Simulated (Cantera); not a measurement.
A perfectly stirred reactor is fed with NH₃ : N₂ = 1 : 5.5 (molar parts), at 0.0543 atm; it is held at 2375 K, and followed from long to short residence time.

Cantera simulation using the gas-phase N/H chemistry of the illustrative SiF4/NH3 mechanism in the Surface Chemkin manual (1991); the numbers are that mechanism's predictions, not measurements. Walls and surfaces, which speed up NH3 decomposition in real reactors, are not modelled.

Task: What does this change do: temperature 2375 to 1350 K?

Result: 
```tsv
quantity	before	after
x(NH₃) at τ = 2.10 s	0.000480	0.154
x(NH₂) at τ = 2.10 s	3.90e-5	7.14e-6
x(N) at τ = 2.10 s	1.93e-5	7.19e-12
x(N₂H₄) at τ = 2.10 s	3.05e-12	3.71e-9
x(N₂H₂) at τ = 2.10 s	1.41e-8	3.88e-8
x(NH₃) at τ = 38.0 ms	0.0523	0.154
x(NH₂) at τ = 38.0 ms	0.000847	1.73e-7
x(N) at τ = 38.0 ms	1.15e-5	<1e-12
x(N₂H₄) at τ = 38.0 ms	1.44e-9	2.12e-12
x(N₂H₂) at τ = 38.0 ms	1.32e-6	1.98e-11
```
